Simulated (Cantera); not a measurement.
A freely propagating, adiabatic, planar premixed flame of CH₄ : H₂ : O₂ : N₂ : H₂O = 1 : 0.28 : 2.14 : 8.05 : 1.1 (molar parts), unburnt at 650 K and 4.00 bar; mixture-averaged transport, grid criteria slope 0.08 and curve 0.16, no radiation.

Computed with Cantera and GRI-Mech 3.0 (53 species, 325 reactions). Burning velocities carry a grid error of a few per cent, more on coarse grids.

x: mole fraction of selected species; z is measured from the peak of heat release.

```tsv
z (mm)	T (K)	u (m/s)	x CH₄	x H₂	x O₂	x N₂O	x O	x CO₂
-0.413	651	0.770	0.0795	0.0222	0.170	<1e-8	<1e-8	8.50e-7
-0.276	654	0.775	0.0793	0.0220	0.170	<1e-8	<1e-8	1.03e-5
-0.207	667	0.790	0.0785	0.0218	0.169	<1e-8	<1e-8	6.33e-5
-0.138	739	0.877	0.0740	0.0214	0.164	<1e-8	<1e-8	0.000567
-0.0689	1106	1.32	0.0519	0.0210	0.132	___	3.87e-6	0.00567
-0.0344	1484	1.79	0.0280	0.0206	0.0940	___	5.61e-5	0.0144
0	1853	2.24	0.00582	0.0184	0.0498	___	0.000445	0.0294
0.0344	2017	2.42	0.000283	0.0140	0.0259	___	0.00133	0.0451
0.0689	2084	2.49	7.32e-6	0.0119	0.0182	3.35e-7	0.00153	0.0548
0.138	2159	2.57	<1e-8	0.0102	0.0135	3.46e-7	0.00116	0.0625
0.276	2228	2.64	<1e-8	0.00810	0.0100	3.23e-7	0.000687	0.0668
0.551	2279	2.69	<1e-8	0.00611	0.00750	___	0.000390	0.0698
1.10	2307	2.72	<1e-8	0.00489	0.00600	___	0.000258	0.0717
```

**Question.** What belongs in the gaps?

**Answer.** 
- -0.0689, x N₂O: 3.64e-8
- -0.0344, x N₂O: 9.32e-8
- 0, x N₂O: 1.85e-7
- 0.0344, x N₂O: 2.82e-7
- 0.551, x N₂O: 2.80e-7
- 1.10, x N₂O: 2.41e-7
